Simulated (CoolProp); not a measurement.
Vapour-liquid equilibrium of carbon dioxide (1) + ethane (2) at 0.706 MPa; x and y are mole fractions of (1).

Values from CoolProp's multi-fluid Helmholtz-energy mixture model, Span 1996 and Bücker 2006; pair parameters Kunz 2012.

```
x     bubble temperature (K)  y at the bubble point  dew temperature at overall composition x (K)  liquid density (mol/L)
----  ----------------------  ---------------------  --------------------------------------------  ----------------------
0.05                   227.1                  0.131                                         229.1                   16.35
0.2                    221.2                  0.375                                         225.4                   17.37
0.35                   218.5                  0.500                                         221.8                       ?
0.5                        ?                  0.571                                         218.5                   19.69
0.65                       ?                      ?                                             ?                       ?
0.8                    218.0                      ?                                         219.9                   23.15
0.95                   221.2                  0.862                                         223.0                   25.41
```

### Question
Complete the blanks.

### Answer

- 0.35, liquid density (mol/L): 18.44
- 0.5, bubble temperature (K): 217.5
- 0.65, bubble temperature (K): 217.3
- 0.65, y at the bubble point: 0.624
- 0.65, dew temperature at overall composition x (K): 217.5
- 0.65, liquid density (mol/L): 21.23
- 0.8, y at the bubble point: 0.689

y crosses x between x = 0.5 and 0.65: the model has an azeotrope there.

Pair parameters are fitted to limited data, so mixtures are less certain than the pure fluids.
